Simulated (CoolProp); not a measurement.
Properties of toluene along the isotherm 346.85 °C.

The numbers come from the reference Helmholtz-energy equation of state, Lemmon 2006 in CoolProp. It is a short technical equation, of lower accuracy than the large ones.

```tsv
p (MPa)	phase	cp (kJ/(kg K))	Joule-Thomson coefficient (K/MPa)	viscosity (µPa s)	conductivity (mW/(m K))
0.172	gas	2.189	6.553	14.2	43.5
0.344	gas	2.199	6.675	14.2	43.5
0.516	gas	2.209	…	14.2	43.6
0.688	gas	2.220	…	14.2	43.6
0.86	gas	2.232	7.076	14.3	…
1.03	gas	2.244	7.221	14.3	43.8
1.2	gas	2.258	…	14.3	43.8
1.38	gas	…	…	14.4	44.0
1.55	gas	2.289	7.707	14.5	…
1.72	gas	2.307	7.882	14.5	44.2
1.89	gas	2.326	8.067	14.6	44.4
2.06	gas	2.347	8.261	…	44.6
```

**Question.** What belongs in the gaps?

**Answer.** 
- 0.516, Joule-Thomson coefficient (K/MPa): 6.803
- 0.688, Joule-Thomson coefficient (K/MPa): 6.937
- 0.86, conductivity (mW/(m K)): 43.7
- 1.2, Joule-Thomson coefficient (K/MPa): 7.372
- 1.38, cp (kJ/(kg K)): 2.273
- 1.38, Joule-Thomson coefficient (K/MPa): 7.540
- 1.55, conductivity (mW/(m K)): 44.1
- 2.06, viscosity (µPa s): 14.7

Viscosity comes from a separate model (Avgeri 2015). Thermal conductivity comes from a separate model (Assael 2012).
